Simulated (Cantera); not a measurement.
## Silicon etching in halogen gases: Si + Cl2 + N2

A closed system holds: 1 mol Si, a varied amount of Cl2, 79 mol N2, at 325 °C and 1.00 bar.

Cantera equilibrium calculation (NASA polynomials, part measured and part estimated; ideal gas, pure solids and liquids). Candidate condensed phases: Si, Si3N4; 13 gas species. N2 is the only nitrogen source here; it is nearly inert below about 1500 K, so the nitride shown seldom forms there in practice. Kinetics and transport are ignored.

From 0.52 mol Cl2 to 1.9 mol Cl2 the condensed part is Si3N4(s). At 2.1 mol Cl2 nothing is condensed. The main Si-bearing gas is SiCl4 throughout. The share of Si in condensed phases is highest at 0.52 mol Cl2 (74.0 %) and lowest at 2.1 mol Cl2 (0.0 %).

| n(Cl2) (mol) | log p N2 | log p SiCl4 | log p Cl2 | n Si3N4(s) |
|---|---|---|---|---|
| 0.52 | 0.00 | -2.48 | <-12 | 0.247 |
| 0.69 | 0.00 | -2.36 | <-12 | 0.218 |
| 0.86 | 0.00 | -2.26 | <-12 | 0.190 |
| 1 | 0.00 | -2.20 | <-12 | 0.167 |
| 1.2 | 0.00 | -2.12 | <-12 | 0.133 |
| 1.4 | 0.00 | -2.06 | <-12 | 0.100 |
| 1.6 | 0.00 | -2.00 | <-12 | 0.0667 |
| 1.7 | 0.00 | -1.97 | <-12 | 0.0500 |
| 1.9 | -0.01 | -1.92 | <-12 | 0.0167 |
| 2.1 | -0.01 | -1.90 | -2.90 | 0 |
log p: log10 of the partial pressure in bar; n: condensed amount in mol.
